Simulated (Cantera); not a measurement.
An isothermal, constant-pressure homogeneous reactor starts with CH₄ : H₂ : N₂ = 0.087 : 1 : 0.003 (molar parts), at 1750 K and 0.0300 bar.

Computed with Cantera and GRI-Mech 3.0 (53 species, 325 reactions). GRI-Mech 3.0 stops at C3 and has no aromatics, soot or wall deposition, so with more carbon than oxygen in the feed, carbon stays in small species such as C2H2 where larger ones or solid carbon would form. Radical loss at walls, strong at low pressure, is not modelled.

One state of this run: x CH₄ = 0.0437; x H₂ = 0.935; x HCN = 2.10e-9; x C₂H₂ = 0.0160; x C₂H₄ = 0.000203. x: mole fraction; the columns are a selection and need not sum to one.

**Question.** Which value of t (s) does it belong to?
A) 0.00133
B) 7.28e-5
C) 0.439
D) 0.103

**Answer.** D, 0.103
